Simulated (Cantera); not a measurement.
# Stirred combustor or abatement burner

A perfectly stirred reactor is fed with 11.7 % CH₄, 0.504 % C₂H₆, 18.0 % O₂, 67.7 % N₂, 1.99 % CO₂, equivalence ratio 1.4, at 1.01 bar; it is adiabatic with a 525 K inlet, and is followed from long to short residence time, starting on the burning branch (τ in s: 0.39, 0.12, 0.039, 0.012, 0.0039, 0.0012, 0.00039, 0.00012, 3.9e-05, 1.2e-05, 3.8e-06).

Model: GRI-Mech 3.0 (53 species, 325 reactions), integrated in Cantera.

```json
[
 {"τ (s)": "0.39", "T (K)": "2096", "x CH₄": "2.67e-5", "x C₂H₆": "1.38e-8", "x O₂": "3.51e-5", "x HCN": "3.55e-6", "x OH": "0.000453", "x HO₂": "8.58e-9", "x CO₂": "0.0562"},
 {"τ (s)": "0.12", "T (K)": "2092", "x CH₄": "4.57e-5", "x C₂H₆": "4.08e-8", "x O₂": "7.90e-5", "x HCN": "8.97e-6", "x OH": "0.000604", "x HO₂": "2.03e-8", "x CO₂": "0.0562"},
 {"τ (s)": "0.039", "T (K)": "2085", "x CH₄": "6.97e-5", "x C₂H₆": "1.10e-7", "x O₂": "0.000170", "x HCN": "1.89e-5", "x OH": "0.000833", "x HO₂": "4.85e-8", "x CO₂": "0.0562"},
 {"τ (s)": "0.012", "T (K)": "2075", "x CH₄": "0.000113", "x C₂H₆": "3.04e-7", "x O₂": "0.000382", "x HCN": "3.80e-5", "x OH": "0.00116", "x HO₂": "1.20e-7", "x CO₂": "0.0561"},
 {"τ (s)": "0.0039", "T (K)": "2062", "x CH₄": "0.000210", "x C₂H₆": "8.28e-7", "x O₂": "0.000853", "x HCN": "7.13e-5", "x OH": "0.00148", "x HO₂": "2.87e-7", "x CO₂": "0.0558"},
 {"τ (s)": "0.0012", "T (K)": "2040", "x CH₄": "0.000499", "x C₂H₆": "2.65e-6", "x O₂": "0.00216", "x HCN": "0.000125", "x OH": "0.00171", "x HO₂": "8.06e-7", "x CO₂": "0.0547"},
 {"τ (s)": "0.00039", "T (K)": "1994", "x CH₄": "0.00146", "x C₂H₆": "1.06e-5", "x O₂": "0.00617", "x HCN": "0.000138", "x OH": "0.00164", "x HO₂": "3.06e-6", "x CO₂": "0.0514"},
 {"τ (s)": "0.00012", "T (K)": "525", "x CH₄": "0.117", "x C₂H₆": "0.00504", "x O₂": "0.180", "x HCN": "<1e-12", "x OH": "<1e-12", "x HO₂": "<1e-12", "x CO₂": "0.0199"},
 {"τ (s)": "3.9e-5", "T (K)": "525", "x CH₄": "0.117", "x C₂H₆": "0.00504", "x O₂": "0.180", "x HCN": "<1e-12", "x OH": "<1e-12", "x HO₂": "<1e-12", "x CO₂": "0.0199"},
 {"τ (s)": "1.2e-5", "T (K)": "525", "x CH₄": "0.117", "x C₂H₆": "0.00504", "x O₂": "0.180", "x HCN": "<1e-12", "x OH": "<1e-12", "x HO₂": "<1e-12", "x CO₂": "0.0199"},
 {"τ (s)": "3.8e-6", "T (K)": "525", "x CH₄": "0.117", "x C₂H₆": "0.00504", "x O₂": "0.180", "x HCN": "<1e-12", "x OH": "<1e-12", "x HO₂": "<1e-12", "x CO₂": "0.0199"}
]
```
x: mole fraction; the columns are a selection and need not sum to one.
